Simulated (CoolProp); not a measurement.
Vapour-liquid equilibrium of dimethyl ether (1) + n-hexane (2) at 5.83 kPa; x and y are mole fractions of (1).

Model: multi-fluid Helmholtz-energy mixture model, Wu 2011 and Thol 2019; pair parameters Bell 2016, in CoolProp.

```tsv
x	bubble temperature, mixture model (°C)	bubble temperature, Raoult's law (°C)	y, mixture model	y, Raoult's law
0.05	-36.0	-26.6	0.899	0.803
0.2	[?]	-50.5	[?]	0.974
0.35	-66.8	-59.7	0.995	0.991
0.5	-69.8	-65.2	0.997	0.996
0.65	[?]	-69.1	0.998	0.998
0.8	-72.9	-72.1	0.999	0.999
0.95	-74.5	-74.4	1.000	1.000
```

Q: Complete the blanks.

A: 
- 0.2, bubble temperature, mixture model (°C): -60.1
- 0.2, y, mixture model: 0.989
- 0.65, bubble temperature, mixture model (°C): -71.5

The largest gap from Raoult's law is -9.6 K in bubble temperature, at x = 0.2. No azeotrope shows between x = 0.05 and 0.95.

Pair parameters are fitted to limited data, so mixtures are less certain than the pure fluids.
